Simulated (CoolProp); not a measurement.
Saturation properties of benzene.

Model: reference Helmholtz-energy equation of state, Thol 2012, in CoolProp.

```tsv
T (°C)	p (MPa)	vapour density (kg/m³)	liquid conductivity (mW/(m K))
44.75	0.02953	0.8850	135
47.35	0.03270	0.9730	134
49.95	0.03614	1.068	133
52.45	0.03971	1.166	132
55.05	0.04372	1.275	131
57.65	0.04805	1.392	130
60.25	0.05272	1.518	130
62.85	0.05774	1.652	129
65.45	(withheld)	1.795	128
67.95	0.06868	1.942	127
70.55	(withheld)	(withheld)	126
```

Question: What belongs in the gaps?

Answer: 
- 65.45, p (MPa): 0.06313
- 70.55, p (MPa): 0.07487
- 70.55, vapour density (kg/m³): 2.104

It boils at 80.1 °C under 1 atm.

Thermal conductivity comes from a separate model (Assael 2012).
